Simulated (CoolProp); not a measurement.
Vapour-liquid equilibrium of acetone (1) + n-heptane (2) at 88.55 °C; x and y are mole fractions of (1).

Values from CoolProp's multi-fluid Helmholtz-energy mixture model, Lemmon 2006 and Span 2003; pair parameters Bell 2016.

### Question
Give the bubble pressure and the first vapour's composition at x = 0.575, 0.65, 0.725. Is there an azeotrope?

### Answer
x = 0.575: 250.5 kPa, y = 0.795; x = 0.65: 257.2 kPa, y = 0.814; x = 0.725: 263.2 kPa, y = 0.836. No azeotrope shows between x = 0.05 and 0.95.

The pair parameters rest on a limited set of measurements; away from them the model extrapolates. With so large a gap from Raoult's law the liquid may split in two, which this calculation doesn't test in full.
